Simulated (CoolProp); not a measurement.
Ethanol at 350.98 K and 0.0673 MPa is throttled through a valve to 0.0354 MPa with no heat exchange. Each further row changes one setting.

Computed with CoolProp (reference Helmholtz-energy equation of state, Schroeder 2014).

```json
[
 {"case": "as stated", "temperature change (K)": "-2.0", "final density (kg/m³)": "0.569"},
 {"case": "outlet pressure 0.0106 MPa", "temperature change (K)": "-3.6", "final density (kg/m³)": "0.170"},
 {"case": "outlet pressure 0.046 MPa", "temperature change (K)": "-1.3", "final density (kg/m³)": "0.740"}
]
```
